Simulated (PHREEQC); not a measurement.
PHREEQC input (Pitzer model, pitzer.dat):

```
SOLUTION 1
  temp 25
  units mol/kgw
  pH 7 charge
  Cl 1.302
  Mg 0.067
  Ca 0.014
  Na 0.04
  Sr 0.55
END
USE solution 1
INCREMENTAL_REACTIONS false
REACTION 1
  H2O -1
  0 9.886 18.011 24.689 30.178 34.689 38.397 41.444
  43.949 moles
EQUILIBRIUM_PHASES 1
  Bischofite 0 0
  Brucite 0 0
  Halite 0 0
  Portlandite 0 0
  MgCl2_4H2O 0 0
SELECTED_OUTPUT 1
  -reset false
  -pH true
  -pe true
  -ionic_strength true
  -water true
  -activities H2O
  -totals Ca Cl Mg Na Sr
  -molalities H+ Na+ Mg+2 Ca+2 Sr+2 Cl- OH- MgOH+
  -equilibrium_phases Bischofite Brucite Halite Portlandite MgCl2_4H2O
PRINT
  -reset false
END
```

Selected output (columns that matter, 9 of 9 rows; water left (kg) added in front):

```
water left (kg)	pH	mu	Ca	Cl	Mg	Na	Sr	m_H+	m_Na+	m_Mg+2	m_Ca+2	m_Sr+2	m_Cl-	la_H2O
1	6.5661	1.933	0.014	1.302	0.067	0.04	0.55	2.8012e-07	0.04	0.067	0.014	0.55	1.302	-0.014435
0.821894	6.4975	2.3519	0.017034	1.5841	0.081519	0.048668	0.66919	2.9921e-07	0.048668	0.081519	0.017034	0.66919	1.5841	-0.018161
0.675514	6.4124	2.8615	0.020725	1.9274	0.099184	0.059214	0.8142	3.2293e-07	0.059214	0.099184	0.020725	0.8142	1.9274	-0.023064
0.555203	6.3051	3.4816	0.025216	2.3451	0.12068	0.072046	0.99063	3.5416e-07	0.072046	0.12068	0.025216	0.99063	2.3451	-0.029619
0.456313	6.1682	4.2361	0.030681	2.8533	0.14683	0.087659	1.2053	3.9794e-07	0.087659	0.14683	0.030681	1.2053	2.8533	-0.038514
0.375043	5.9921	5.1541	0.037329	3.4716	0.17865	0.10665	1.4665	4.6301e-07	0.10665	0.17865	0.037329	1.4665	3.4716	-0.05076
0.30824	5.7655	6.2711	0.045419	4.224	0.21736	0.12977	1.7843	5.645e-07	0.12977	0.21736	0.045419	1.7843	4.224	-0.067836
0.253345	5.4764	7.6299	0.055261	5.1392	0.26446	0.15789	2.171	7.2882e-07	0.15789	0.26446	0.055261	2.171	5.1392	-0.091899
0.208215	5.1119	9.2837	0.067238	6.2532	0.32178	0.19211	2.6415	1.0041e-06	0.19211	0.32178	0.067238	2.6415	6.2532	-0.12612
```
